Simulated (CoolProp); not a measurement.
Vapour-liquid equilibrium of benzene (1) + n-decane (2) at 78.35 °C; x and y are mole fractions of (1).

Values from CoolProp's multi-fluid Helmholtz-energy mixture model, Thol 2012 and Lemmon 2006; pair parameters Bell 2016.

Give the bubble pressure and the first vapour's composition at x = 0.05, 0.55, 0.65. Is there an azeotrope?

x = 0.05: 0.008866 MPa, y = 0.593; x = 0.55: 0.05761 MPa, y = 0.967; x = 0.65: 0.06592 MPa, y = 0.977. No azeotrope shows between x = 0.05 and 0.95.

Pair parameters are fitted to limited data, so mixtures are less certain than the pure fluids.
